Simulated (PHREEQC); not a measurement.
PHREEQC input (ion-association model, wateq4f.dat):

```
SOLUTION_MASTER_SPECIES
  An  An-  0  An  62.0  # stands for a non-complexing anion
SOLUTION_SPECIES
  An- = An-
    -log_k 0
    -gamma 3.0 0
PHASES
  Fix_H+
    H+ = H+
    -log_k 0
SOLUTION 1
  temp 25
  units mmol/kgw
  pH 7 charge
  Cl 0.05
  Pb 0.025
  Na 1
  An 1
END
SELECTED_OUTPUT 1
  -reset false
  -pH true
  -pe true
  -ionic_strength true
  -water true
  -totals Cl Na Pb
  -molalities Hfo_wOH Hfo_wOH2+ Hfo_wO- Hfo_sOH Hfo_sOH2+ Hfo_sO- Hfo_sOPb+ Hfo_wOPb+
  -saturation_indices Litharge Cotunnite Laurionite Halite
USER_PUNCH 1
  -headings sigma psi
  10 PUNCH EDL("sigma", "Hfo"), EDL("psi", "Hfo")
PRINT
  -reset false
USE solution 1
SURFACE 1
  Hfo_wOH 0.00449438 600 2
  Hfo_sOH 0.00011236
EQUILIBRIUM_PHASES 1
  Fix_H+ -4 HAn 10
    -force_equality true
  O2(g) -0.68 10
END
# ... the last block is repeated for the other 16 points of pH, with NaOH or the acid as the point needs
```

Selected output (columns that matter, 9 of 17 rows; pH added in front):

```
pH	mu	Na	Pb	m_Hfo_wOH	m_Hfo_wOH2+	m_Hfo_wO-	m_Hfo_sOH	m_Hfo_sOH2+	m_Hfo_sO-	si_Litharge	si_Cotunnite	si_Halite	sigma	psi
4	0.0019868	0.001	3.2284e-06	0.0026274	0.001778	8.8948e-05	5.2987e-05	3.5856e-05	1.7938e-06	-10.298	-9.453	-8.926	0.14031	0.20466
4.75	0.0014678	0.001	1.9409e-07	0.0032013	0.0010745	0.00021851	6.2406e-05	2.0945e-05	4.2596e-06	-10.008	-10.657	-8.9202	0.072165	0.1783
5.5	0.0012156	0.001	8.836e-09	0.0033945	0.00074586	0.00035392	6.6033e-05	1.4509e-05	6.8847e-06	-9.8449	-11.991	-8.917	0.034139	0.14482
6.25	0.0010942	0.001	3.4985e-10	0.0034407	0.00060641	0.00044723	6.6924e-05	1.1795e-05	8.6989e-06	-9.7548	-13.399	-8.9154	0.015059	0.10612
7	0.0010379	0.001	1.3917e-11	0.0034491	0.00054748	0.00049778	6.7086e-05	1.0649e-05	9.6821e-06	-9.7104	-14.854	-8.9145	0.0060844	0.064441
7.75	0.0010405	0.0010304	7.8984e-13	0.00345	0.00051982	0.00052454	6.7104e-05	1.0111e-05	1.0203e-05	-9.6879	-16.332	-8.9016	0.0016231	0.021412
8.5	0.0010638	0.0010742	9.3119e-14	0.0034492	0.0005	0.00054509	6.7089e-05	9.7254e-06	1.0602e-05	-9.671	-17.815	-8.8838	-0.0016857	-0.021962
9.25	0.001108	0.0011475	2.3069e-14	0.0034461	0.00047305	0.00057512	6.703e-05	9.2011e-06	1.1186e-05	-9.6469	-19.292	-8.8558	-0.0063569	-0.064928
10	0.0012549	0.0013557	1.4061e-14	0.0034319	0.0004201	0.00064228	6.6753e-05	8.1712e-06	1.2493e-05	-9.5954	-20.742	-8.7854	-0.016203	-0.10635
```
